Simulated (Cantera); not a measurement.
Charge: 1 mol Si, 0.024 mol Br₂, 0.14 mol H₂, held at 823 K and 13.3 mbar.

Cantera equilibrium calculation (NASA polynomials, part measured and part estimated; ideal gas, pure solids and liquids). Candidate condensed phases: Br₂, Si; 19 gas species. The tables' values for SiBr₃ are old estimates; treat these amounts as uncertain. Kinetics and transport are ignored.

Base state: H₂ 0.912, SiBr₄ 0.0729, HBr 0.0111, SiHBr₃ 0.00401, SiH₂Br₂ 0.000103, SiBr₂ 8.31e-5, SiBr₃ 6.85e-5 (mole fractions); condensed: Si(s).

Q: What changes in the equilibrium state with this change: temperature from 823 K to 1523 K?

A: 
```tsv
species	before	after
H₂	0.912	0.779
HBr	0.0111	0.147
SiBr₂	8.31e-5	0.0697
SiBr₄	0.0729	0.000103
Br	7.65e-9	0.00308
H	<1e-9	0.000177
SiBr	<1e-9	6.29e-5
SiHBr₃	0.00401	3.81e-5
SiH₂Br₂	0.000103	6.82e-6
Si(s), mol	0.988	0.988
```
The tables' values for SiBr₃, SiBr are old estimates; treat these amounts as uncertain.

Q: What changes in the equilibrium state with this change: temperature from 823 K to 1650 K?

A: 
```json
[
 {"species": "H₂", "before": "0.912", "after": "0.779"},
 {"species": "HBr", "before": "0.0111", "after": "0.141"},
 {"species": "SiBr₂", "before": "8.31e-5", "after": "0.0709"},
 {"species": "SiBr₄", "before": "0.0729", "after": "1.83e-5"},
 {"species": "Br", "before": "7.65e-9", "after": "0.00752"},
 {"species": "H", "before": "<1e-9", "after": "0.000695"},
 {"species": "SiBr", "before": "<1e-9", "after": "0.000304"},
 {"species": "Si(s), mol", "before": "0.988", "after": "0.988"}
]
```
The tables' values for SiBr₃, SiBr are old estimates; treat these amounts as uncertain.
